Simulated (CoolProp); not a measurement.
The fluoroketone C6F12O (FK-5-1-12) along the isobar 86.5 bar: Z from the reference equation and from simpler models built on Tc = 441.8 K, pc = 18.69 bar, ω = 0.471; each cubic takes its own stable root.

Values from CoolProp's reference Helmholtz-energy equation of state, McLinden 2015.

```csv
T (K),phase,reference,van der Waals,Redlich-Kwong,Peng-Robinson
288.9,liquid,0.6842,1.092,0.7702,0.6577
306.4,liquid,0.6634,1.047,0.7444,0.6347
323.9,liquid,0.6463,1.008,0.7229,0.6162
341.4,liquid,0.6326,0.9733,0.7053,0.6017
359,liquid,0.6221,0.9432,0.6911,0.5911
376.5,liquid,0.6147,0.9172,0.6801,0.5845
394,liquid,0.6104,0.8945,0.6722,0.5819
411.5,liquid,0.6094,0.8749,0.6670,0.5834
429,liquid,0.6118,0.8581,0.6646,0.5894
446.6,supercritical,0.6182,0.8437,0.6649,0.6002
464.1,supercritical,0.6290,0.8319,0.6677,0.6161
481.6,supercritical,0.6445,0.8222,0.6731,0.6372
499.1,supercritical,0.6650,0.8146,0.6809,0.6632
```
